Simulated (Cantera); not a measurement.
Charge: 1 mol CaO, 1.5 mol F2, held at 458 Torr.

These are equilibrium values from Cantera (NASA tables, ideal gas, pure condensed phases), not measurements of a reactor. Candidate condensed phases: Ca, CaF2, CaO; 13 gas species. Rates play no part.

x: gas mole fraction; n: condensed amount in mol.

```csv
T (K),x F,x O2,x F2,x CaF2,x FO2,x FO,x O,n CaF2(s),n CaF2(l)
625,0.000244,0.500,0.500,<1e-12,8.33e-5,1.90e-9,<1e-12,1.00,0
725,0.00211,0.499,0.498,<1e-12,0.000117,3.43e-8,<1e-12,1.00,0
825,0.0108,0.497,0.492,<1e-12,0.000151,3.05e-7,<1e-12,1.00,0
925,?,0.490,0.471,<1e-12,?,?,?,1.00,0
1025,0.104,0.474,0.422,<1e-12,0.000195,6.17e-6,2.91e-10,1.00,0
1125,0.219,0.445,0.335,5.87e-11,0.000188,1.67e-5,3.94e-9,1.00,0
1225,0.369,0.408,0.223,2.26e-9,0.000158,3.38e-5,3.44e-8,1.00,0
1325,0.504,0.374,0.122,4.86e-8,0.000119,5.39e-5,2.16e-7,1.00,0
1425,0.590,0.352,0.0577,6.61e-7,8.42e-5,7.23e-5,1.05e-6,1.000,0
1525,0.632,0.342,?,?,?,?,?,1.000,0
1625,0.650,0.337,0.0124,4.06e-5,4.32e-5,0.000102,1.45e-5,1.000,0
1725,0.658,0.335,0.00617,0.000204,3.22e-5,0.000115,4.30e-5,0,1.000
1825,0.662,0.334,0.00328,0.000784,2.47e-5,0.000127,0.000114,0,0.999
```

Problem. Complete the blanks.

Solution. 
- 925, x F: 0.0386
- 925, x FO2: 0.000179
- 925, x FO: 1.66e-6
- 925, x O: 1.20e-11
- 1525, x F2: 0.0263
- 1525, x CaF2: 6.03e-6
- 1525, x FO2: 5.96e-5
- 1525, x FO: 8.81e-5
- 1525, x O: 4.24e-6
